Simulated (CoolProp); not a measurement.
Saturated liquid density (kg/m³) of the fluoroketone C6F12O (FK-5-1-12): the reference equation beside estimates from Tc = 441.8 K, pc = 1.869 MPa, ω = 0.471.

Computed with CoolProp (reference Helmholtz-energy equation of state, McLinden 2015).

```csv
T (K),reference,van der Waals,Redlich-Kwong,Soave-Redlich-Kwong
283.5,1646,962.1,1409,1502
287.9,1633,954.9,1396,1491
292.2,1620,?,1383,1480
296.6,1607,940.2,1370,?
300.9,1594,932.7,1357,1456
305.3,1580,925.0,1343,1443
309.6,1567,?,1330,1431
314,1553,909.2,1315,1417
```

Problem. What belongs in the gaps?

Solution. 
- 292.2, van der Waals: 947.7
- 296.6, Soave-Redlich-Kwong: 1468
- 309.6, van der Waals: 917.2

Absolute difference from the reference over all 8 rows, mean and median: van der Waals 41.5 and 41.5 %, Redlich-Kwong 14.8 and 14.8 %, Soave-Redlich-Kwong 8.7 and 8.7 %.
